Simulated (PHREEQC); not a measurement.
A solution holds 0.18 mol/kgw HF and 7.9e-05 mol/kgw (CH3)4NF, at 32 °C. Closed to the air; pH follows from the charge balance.

The numbers come from PHREEQC with the ion-association model, wateq4f.dat.

Each row changes one thing in this solution. No solid was allowed to form.

```tsv
case	pH	ionic strength (mol/kgw)	HF (mol/kgw)	F- (mol/kgw)
as made	2.00	0.0110	0.114	0.00753
diluted 10-fold with water	2.53	0.00312	0.0139	0.00296
(CH3)4NF from 7.9e-05 to 0.000158 mol/kgw	2.00	0.0110	0.114	0.00756
(CH3)4NF from 7.9e-05 to 0.000118 mol/kgw	2.00	0.0110	0.114	0.00754
0.034 mol/kgw NH3 added	2.59	0.0370	0.0955	0.0267
HF left out	6.92	7.91e-5	1.62e-8	7.90e-5
```

Species that the database lacks are ignored. (CH3)4N+ isn't in the database: it is added as a free cation with an ion size of 4 Å. wateq4f.dat counts part of the HF as a dimer, H2F2, which phreeqc.dat doesn't know; its constant is uncertain.
